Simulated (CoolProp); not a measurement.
Ethylene along the isotherm 298.3 K: density (kg/m³) from the reference equation and from simpler models built on Tc = 282.4 K, pc = 5042 kPa, ω = 0.087; each cubic takes its own stable root.

Model: reference Helmholtz-energy equation of state, Smukala 2000, in CoolProp.

| p (kPa) | phase | reference |
|---|---|---|
| 582 | gas | 6.811 |
| 1160 | gas | 14.08 |
| 1750 | gas | 22.14 |
| 2330 | gas | 30.81 |
| 2910 | gas | 40.45 |
| 3490 | gas | 51.33 |
| 4070 | gas | 63.92 |
| 4650 | gas | 79.00 |
| 5240 | supercritical | 98.38 |
| 5820 | supercritical | 124.6 |
| 6400 | supercritical | 165.4 |
| 6980 | supercritical | 222.8 |
| 7560 | supercritical | 264.6 |

Task: How far does each simpler model (ideal gas, van der Waals, Redlich-Kwong, Soave-Redlich-Kwong, Peng-Robinson) lie from the reference over these 13 states: mean and median of the absolute difference, and the worst?

Result: 
- ideal gas: mean 31.8 %, median 28.0 %, worst -67.7 % at 298.3 K and 7560 kPa
- van der Waals: mean 3.4 %, median 1.7 %, worst -15.6 % at 298.3 K and 7560 kPa
- Redlich-Kwong: mean 1.6 %, median 0.3 %, worst -10.8 % at 298.3 K and 7560 kPa
- Soave-Redlich-Kwong: mean 2.6 %, median 0.3 %, worst -13.5 % at 298.3 K and 7560 kPa
- Peng-Robinson: mean 2.9 %, median 2.9 %, worst -6.4 % at 298.3 K and 7560 kPa
